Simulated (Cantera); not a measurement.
A perfectly stirred reactor is fed with 20.2 % CO, 0.929 % H2, 15.1 % O2, 54.3 % N2, 9.49 % H2O, equivalence ratio 0.70, at 4.10 bar; it is adiabatic with a 725 K inlet, and is followed from long to short residence time, starting on the burning branch (τ in s: 0.22, 0.1, 0.048, 0.023, 0.011, 0.0051, 0.0024, 0.0011, 0.00053, 0.00025, 0.00012, 5.6e-05).

Computed with Cantera and GRI-Mech 3.0 (53 species, 325 reactions). The hydrogen kinetics of GRI-Mech 3.0 are dated; newer H2 mechanisms differ, most at raised pressure.

x: mole fraction; the columns are a selection and need not sum to one.

```tsv
τ (s)	T (K)	x CO	x H2	x O2	x CO2	x H2O2
0.22	2275	0.00498	0.000465	0.0494	0.220	2.13e-7
0.10	2276	0.00510	0.000474	0.0499	0.220	2.15e-7
0.048	2277	0.00531	0.000490	0.0506	0.219	2.18e-7
0.023	2276	0.00571	0.000519	0.0513	0.219	2.21e-7
0.011	2271	0.00646	0.000575	0.0520	0.218	2.25e-7
0.0051	2260	0.00795	0.000689	0.0529	0.216	2.34e-7
0.0024	2239	0.0105	0.000895	0.0541	0.213	___
0.0011	2202	0.0149	0.00125	0.0561	0.208	___
0.00053	2152	0.0208	0.00173	0.0586	0.202	___
0.00025	2082	0.0289	0.00237	0.0623	0.192	___
0.00012	1992	0.0393	0.00306	0.0670	0.180	___
5.6e-5	1864	0.0552	0.00363	0.0746	0.162	___
```

**Question.** Complete the blanks.

**Answer.** 
- 0.0024, x H2O2: 2.55e-7
- 0.0011, x H2O2: 3.02e-7
- 0.00053, x H2O2: 3.84e-7
- 0.00025, x H2O2: 5.22e-7
- 0.00012, x H2O2: 7.47e-7
- 5.6e-5, x H2O2: 1.20e-6
